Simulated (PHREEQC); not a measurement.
**Leach liquor (model solution)**

A solution holds 0.002 mol/kgw HCl and 0.00094 mol/kgw Al2(SO4)3, at 15 °C. Closed to the air; pH follows from the charge balance.

Computed with PHREEQC (ion-association model, phreeqc.dat).

Precipitation was switched off in this run.

Problem. Predict the pH, ionic strength.

Solution. pH 2.77; ionic strength 0.00897 mol/kgw.

Problem. In which forms is S present?

Solution. SO4-2 53 %, AlSO4+ 39 %, HSO4- 5.4 %, Al(SO4)2- 2.4 % of the S.

Species that the database lacks are ignored.
